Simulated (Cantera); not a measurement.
An adiabatic, constant-pressure homogeneous reactor starts with C2H4 : O2 : N2 : H2O = 1 : 1.88 : 7.05 : 0.21 (molar parts), equivalence ratio 1.6, at 1650 K and 7500 Torr.

Computed with Cantera and GRI-Mech 3.0 (53 species, 325 reactions). GRI-Mech 3.0 was tuned for natural gas; its chemistry of ethylene as a main component is partial and can be far from experiment. Above 3000 K some thermodynamic fits are extrapolated.

x: mole fraction; the columns are a selection and need not sum to one.

```
t (s)     T (K)  x C2H4     x O2   x H2O      x O      x H    x CO2    x H2
--------  -----  ------  -------  ------  -------  -------  -------  ------
2.00e-6    1934  0.0482    0.132  0.0471      [?]  0.00198  0.00255  0.0269
5.28e-6    2988  <1e-12  0.00206   0.115      [?]   0.0202   0.0358  0.0602
1.39e-5    3053  <1e-12  0.00128   0.120      [?]   0.0153   0.0366  0.0602
3.67e-5    3057  <1e-12  0.00116   0.120  0.00148   0.0147   0.0365  0.0606
9.69e-5    3051  <1e-12  0.00110   0.120  0.00142   0.0145   0.0362  0.0611
0.000256   3049  <1e-12  0.00107   0.120  0.00139   0.0144   0.0361  0.0614
0.000674   3049  <1e-12  0.00107   0.120  0.00139   0.0144   0.0361  0.0614
0.00178    3049  <1e-12  0.00107   0.120  0.00139   0.0144   0.0361  0.0614
0.00469    3049  <1e-12  0.00107   0.120  0.00139   0.0144   0.0361  0.0614
0.0124     3049  <1e-12  0.00107   0.120  0.00139   0.0144   0.0361  0.0614
0.0327     3049  <1e-12  0.00107   0.120  0.00139   0.0144   0.0361  0.0614
0.0862     3049  <1e-12  0.00107   0.120  0.00139   0.0144   0.0361  0.0614
0.227      3049  <1e-12  0.00107   0.120  0.00139   0.0144   0.0361  0.0614
0.600      3049  <1e-12  0.00107   0.120  0.00139   0.0144   0.0361  0.0614
```

Problem. What belongs in the gaps?

Solution. 
- 2.00e-6, x O: 0.000627
- 5.28e-6, x O: 0.00263
- 1.39e-5, x O: 0.00162
